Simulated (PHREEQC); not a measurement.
Solution (20 °C): 21 mmol/kgw HBr, 3.4 mmol/kgw ZnSO4 and 22 mmol/kgw MnSO4. Closed to the air; pH follows from the charge balance.

The numbers come from PHREEQC with the ion-association model, phreeqc.dat.

No solid was allowed to form.

### Question
Estimate the pH, density, ionic strength.

### Answer
pH 1.92; density 1.003 g/cm³; ionic strength 0.0835 mol/kgw.

### Question
In which forms is S present?

### Answer
SO4-2 48 %, HSO4- 26 %, MnSO4 21 %, ZnSO4 3.9 %, Zn(SO4)2-2 0.8 % of the S.

Complexes and solids missing from the database can't appear.
